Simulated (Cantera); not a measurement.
# Ignition delay

Mixture: H2 : O2 : N2 = 1 : 0.333 : 0.9 (molar parts), at 5.00 bar, adiabatic and at constant pressure. Ignition delay is the time to a rise of 400 K.

Detailed kinetics in Cantera: the H2/O2 subset of GRI-Mech 3.0, which has no nitrogen chemistry. The hydrogen kinetics of GRI-Mech 3.0 are dated; newer H2 mechanisms differ, most at raised pressure.

```
T0 (K)  delay (ms)
------  ----------
1050          2.13
1125         0.157
1200        0.0150
1275       0.00713
1350       0.00452
1425       0.00321
```

The apparent activation energy between 1275 and 1425 K comes out as 80 kJ/mol.
